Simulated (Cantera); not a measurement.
**Thermodynamics of metals in furnace atmospheres, feed Cu + H2O + N2**

A closed system holds: 1 mol Cu, 5 mol H2O, a varied amount of N2, held at 1673.15 K and 1.00 bar.

Cantera equilibrium calculation (NASA polynomials, part measured and part estimated; ideal gas, pure solids and liquids). Candidate condensed phases: Cu, CuO, Cu(OH)2, Cu2O, H2O; 27 gas species. Equilibrium is a limit: real reactors are often held back by kinetics, nucleation or transport.

| n(N2) (mol) | x N2 | x H2O | x H2 | x O2 | x OH | x Cu | x NO | x H | n Cu(l) |
|---|---|---|---|---|---|---|---|---|---|
| 1.2 | 0.193 | 0.805 | 0.000713 | 0.000291 | 0.000166 | 0.000111 | 4.82e-5 | 3.05e-6 | 0.999 |
| 2 | 0.286 | 0.713 | 0.000662 | 0.000265 | 0.000152 | 0.000111 | 5.59e-5 | 2.93e-6 | 0.999 |
| 3.3 | 0.397 | 0.601 | 0.000595 | 0.000233 | 0.000135 | 0.000111 | 6.19e-5 | 2.78e-6 | 0.999 |
| 5.4 | 0.519 | 0.480 | 0.000517 | 0.000197 | 0.000116 | 0.000111 | 6.50e-5 | 2.59e-6 | 0.999 |
| 9 | 0.643 | 0.357 | 0.000428 | 0.000158 | 9.46e-5 | 0.000111 | 6.48e-5 | 2.36e-6 | 0.998 |
| 15 | 0.750 | 0.250 | 0.000342 | 0.000122 | 7.41e-5 | 0.000111 | 6.14e-5 | 2.11e-6 | 0.998 |
| 24 | 0.827 | 0.172 | 0.000270 | 9.27e-5 | 5.75e-5 | 0.000111 | 5.63e-5 | 1.87e-6 | 0.997 |
| 40 | 0.889 | 0.111 | 0.000205 | 6.71e-5 | 4.25e-5 | 0.000111 | 4.96e-5 | 1.63e-6 | 0.995 |
| 66 | 0.929 | 0.0702 | 0.000154 | 4.78e-5 | 3.11e-5 | 0.000111 | 4.28e-5 | 1.41e-6 | 0.992 |
| 110 | 0.956 | 0.0433 | 0.000114 | 3.33e-5 | 2.23e-5 | 0.000111 | 3.62e-5 | 1.22e-6 | 0.987 |
| 180 | 0.973 | 0.0269 | 8.46e-5 | 2.32e-5 | 1.61e-5 | 0.000111 | 3.05e-5 | 1.05e-6 | 0.979 |
x: gas mole fraction; n: condensed amount in mol.

From 1.2 mol N2 to 180 mol N2 the condensed part is Cu(l). The main Cu-bearing gas is Cu throughout.
